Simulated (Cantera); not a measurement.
# Reactions in the system C-O-Ti

Standard-state values (1 bar) from the NASA 1993 polynomials, evaluated with Cantera. Values are per mole of reaction as written; species without (g) are pure solids or liquids, kept so even where they would boil at 1 bar. TiC: taken at fixed stoichiometry.

Ti2O3 → 2 Ti + 3 O(g)

```csv
T (K),ΔH° (kJ),ΔS° (J/K),ΔG° (kJ),log10 K
300,2268.4,467.2,2128.2,-370.55
548,2266.7,464.5,2012.1,-191.78
598,2265.9,463.2,1988.9,-173.72
648,2265.1,461.9,1965.8,-158.46
698,2264.1,460.5,1942.7,-145.38
748,2263.2,459.2,1919.7,-134.06
798,2262.2,457.9,1896.8,-124.16
848,2261.2,456.8,1873.9,-115.43
898,2260.3,455.7,1851.1,-107.67
948,2259.3,454.6,1828.3,-100.74
```

O2(g) + TiC → Ti + CO2(g)

| T (K) | ΔH° (kJ) | ΔS° (J/K) | ΔG° (kJ) | log10 K |
|---|---|---|---|---|
| 300 | -209.4 | 15.1 | -213.9 | 37.25 |
| 548 | -210.2 | 13.4 | -217.5 | 20.73 |
| 598 | -210.4 | 13.0 | -218.2 | 19.06 |
| 648 | -210.6 | 12.7 | -218.8 | 17.64 |
| 698 | -210.7 | 12.4 | -219.4 | 16.42 |
| 748 | -210.9 | 12.2 | -220.0 | 15.37 |
| 798 | -211.0 | 12.1 | -220.7 | 14.44 |
| 848 | -211.1 | 12.0 | -221.3 | 13.63 |
| 898 | -211.1 | 11.9 | -221.9 | 12.90 |
| 948 | -211.1 | 11.9 | -222.5 | 12.26 |

CO2(g) + 6 Ti2O3 → 4 Ti3O5 + C

| T (K) | ΔH° (kJ) | ΔS° (J/K) | ΔG° (kJ) | log10 K |
|---|---|---|---|---|
| 300 | -318.3 | -155.8 | -271.6 | 47.29 |
| 548 | -280.6 | -68.3 | -243.1 | 23.17 |
| 598 | -285.0 | -76.0 | -239.5 | 20.92 |
| 648 | -289.6 | -83.5 | -235.5 | 18.99 |
| 698 | -294.4 | -90.6 | -231.2 | 17.30 |
| 748 | -299.2 | -97.2 | -226.5 | 15.82 |
| 798 | -303.9 | -103.3 | -221.5 | 14.50 |
| 848 | -308.4 | -108.8 | -216.2 | 13.31 |
| 898 | -312.8 | -113.8 | -210.6 | 12.25 |
| 948 | -316.9 | -118.3 | -204.8 | 11.28 |
